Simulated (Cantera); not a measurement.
An isothermal, constant-pressure homogeneous reactor starts with H2 : O2 : N2 = 0.12 : 1 : 3.4 (molar parts), at 1100 K and 0.0133 bar.

Model: the H2/O2 subset of GRI-Mech 3.0, which has no nitrogen chemistry, integrated in Cantera. Radical loss at walls, strong at low pressure, is not modelled.

One state of this run: x H2 = 0.000170; x O2 = 0.209; x H2O2 = 3.75e-8; x H = 0.000658; x HO2 = 9.46e-7; x H2O = 0.0261; x OH = 0.000503. x: mole fraction; the columns are a selection and need not sum to one.

Which value of t (s) does it belong to?
A. 0.00237
B. 0.0316
C. 0.178
D. 0.00562

C, 0.178
